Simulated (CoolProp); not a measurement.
Isobutane along the isotherm 301.85 °C: Z from the reference equation and from simpler models built on Tc = 134.7 °C, pc = 3.629 MPa, ω = 0.184; each cubic takes its own stable root.

Computed with CoolProp (reference Helmholtz-energy equation of state, Bücker 2006).

| p (MPa) | phase | reference |
|---|---|---|
| 0.0574 | gas | 0.9984 |
| 0.0927 | gas | 0.9973 |
| 0.15 | gas | 0.9957 |
| 0.242 | gas | 0.9931 |
| 0.391 | gas | 0.9888 |
| 0.632 | gas | 0.9820 |
| 1.02 | gas | 0.9710 |
| 1.65 | gas | 0.9533 |
| 2.66 | gas | 0.9254 |
| 4.3 | supercritical | 0.8822 |
| 6.95 | supercritical | 0.8213 |
| 11.2 | supercritical | 0.7685 |
| 18.1 | supercritical | 0.8130 |

Problem. How far does each simpler model (van der Waals, Redlich-Kwong, Soave-Redlich-Kwong, Peng-Robinson) lie from the reference over these 13 states: mean and median of the absolute difference, and the worst?

Solution. 
- van der Waals: mean 2.3 %, median 0.6 %, worst -8.6 % at 301.85 °C and 6.95 MPa
- Redlich-Kwong: mean 1.0 %, median 0.5 %, worst -3.4 % at 301.85 °C and 6.95 MPa
- Soave-Redlich-Kwong: mean 1.6 %, median 0.2 %, worst +7.4 % at 301.85 °C and 18.1 MPa
- Peng-Robinson: mean 0.5 %, median 0.3 %, worst -1.4 % at 301.85 °C and 4.3 MPa
